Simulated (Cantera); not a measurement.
Input: 1 mol SiO2, 2900 mol H2, at 625 K and 75.0 Torr.

Equilibrium computed with Cantera from the NASA thermochemical tables; the gas is ideal and each condensed phase is pure. Candidate condensed phases: H2O, Si, SiO2; 18 gas species. Equilibrium is a limit: real reactors are often held back by kinetics, nucleation or transport.

**Question.** What is the equilibrium state?

**Answer.** 
```
Item                                 Value
--------------------------------  --------
x(H2)                                 1.00
n(SiO2(α-quartz))                 1.00 mol
gas amount                        2900 mol
log10 activity of Si(s) (absent)     -5.12
```
